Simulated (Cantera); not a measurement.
**Reactions in the system F-S-Si**

Source: NASA polynomial tables (part measured, part estimated), evaluated in Cantera. Values are per mole of reaction as written; species without (g) are pure solids or liquids, kept so even where they would boil at 1 bar. The tables' values for SiF2 are old estimates.

2 Si(g) + SF4(g) = 2 SiF2(g) + S

```json
[
 {"T (K)": "425", "ΔH° (kJ)": "-1311.2", "ΔS° (J/K)": "-87.3", "ΔG° (kJ)": "-1274.1", "log10 K": "156.59"},
 {"T (K)": "475", "ΔH° (kJ)": "-1310.9", "ΔS° (J/K)": "-86.6", "ΔG° (kJ)": "-1269.8", "log10 K": "139.63"},
 {"T (K)": "525", "ΔH° (kJ)": "-1310.6", "ΔS° (J/K)": "-85.9", "ΔG° (kJ)": "-1265.5", "log10 K": "125.91"},
 {"T (K)": "575", "ΔH° (kJ)": "-1310.4", "ΔS° (J/K)": "-85.5", "ΔG° (kJ)": "-1261.2", "log10 K": "114.57"},
 {"T (K)": "625", "ΔH° (kJ)": "-1310.3", "ΔS° (J/K)": "-85.4", "ΔG° (kJ)": "-1256.9", "log10 K": "105.05"},
 {"T (K)": "675", "ΔH° (kJ)": "-1310.3", "ΔS° (J/K)": "-85.5", "ΔG° (kJ)": "-1252.7", "log10 K": "96.93"},
 {"T (K)": "725", "ΔH° (kJ)": "-1310.5", "ΔS° (J/K)": "-85.7", "ΔG° (kJ)": "-1248.4", "log10 K": "89.94"},
 {"T (K)": "775", "ΔH° (kJ)": "-1310.7", "ΔS° (J/K)": "-85.9", "ΔG° (kJ)": "-1244.1", "log10 K": "83.85"},
 {"T (K)": "825", "ΔH° (kJ)": "-1310.8", "ΔS° (J/K)": "-86.1", "ΔG° (kJ)": "-1239.8", "log10 K": "78.50"}
]
```

2 S + 3 SiF4(g) = 2 SF6(g) + 3 Si(g)

| T (K) | ΔH° (kJ) | ΔS° (J/K) | ΔG° (kJ) | log10 K |
|---|---|---|---|---|
| 425 | 3748.5 | 160.6 | 3680.3 | -452.31 |
| 475 | 3747.1 | 157.3 | 3672.3 | -403.83 |
| 525 | 3745.6 | 154.3 | 3664.5 | -364.59 |
| 575 | 3744.3 | 152.1 | 3656.9 | -332.19 |
| 625 | 3743.4 | 150.6 | 3649.3 | -304.99 |
| 675 | 3742.9 | 149.7 | 3641.8 | -281.81 |
| 725 | 3742.5 | 149.2 | 3634.3 | -261.84 |
| 775 | 3742.2 | 148.8 | 3626.9 | -244.45 |
| 825 | 3741.8 | 148.3 | 3619.5 | -229.16 |
